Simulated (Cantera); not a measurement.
Mixture: CH4 : O2 : N2 = 1 : 4.35 : 16.3 (molar parts), equivalence ratio 0.46, at 0.987 atm, adiabatic and at constant volume. Ignition delay is the time to a rise of 400 K.

Model: GRI-Mech 3.0 (53 species, 325 reactions), integrated in Cantera.

### Question
Predict: delay at 1075 K; delay at 1175 K; delay at 1275 K; delay at 1375 K; apparent activation energy between 1325 and 1425 K.

### Answer
```
Item                                                     Value
--------------------------------------------------  ----------
delay at 1075 K                                        0.203 s
delay at 1175 K                                        42.5 ms
delay at 1275 K                                        10.6 ms
delay at 1375 K                                        3.12 ms
apparent activation energy between 1325 and 1425 K  180 kJ/mol
```
